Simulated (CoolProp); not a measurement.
Vapour-liquid equilibrium of dimethyl ether (1) + n-butane (2) at 334.9 K; x and y are mole fractions of (1).

Computed with CoolProp (multi-fluid Helmholtz-energy mixture model, Wu 2011 and Bücker 2006; pair parameters Bell 2016).

| x | bubble pressure, mixture model (kPa) | bubble pressure, Raoult's law (kPa) | y, mixture model | y, Raoult's law |
|---|---|---|---|---|
| 0.05 | 732.4 | 708.0 | 0.120 | 0.106 |
| 0.125 | 825.3 | 771.1 | 0.261 | 0.244 |
| 0.2 | 910.6 | 834.1 | 0.370 | 0.361 |
| 0.275 | 989.1 | 897.2 | 0.459 | 0.462 |
| 0.35 | 1061 | 960.2 | 0.533 | 0.549 |
| 0.425 | 1128 | 1023 | 0.598 | 0.626 |
| 0.5 | 1190 | 1086 | 0.655 | 0.693 |
| 0.575 | 1248 | 1149 | 0.709 | 0.754 |
| 0.65 | 1302 | 1212 | 0.760 | 0.808 |
| 0.725 | 1352 | 1275 | 0.809 | 0.856 |
| 0.8 | 1399 | 1338 | 0.859 | 0.900 |
| 0.875 | 1442 | 1402 | 0.909 | 0.941 |
| 0.95 | 1482 | 1465 | 0.962 | 0.977 |

The largest gap from Raoult's law is +10.5 % in bubble pressure, at x = 0.35. No azeotrope shows between x = 0.05 and 0.95.

Pair parameters are fitted to limited data, so mixtures are less certain than the pure fluids.
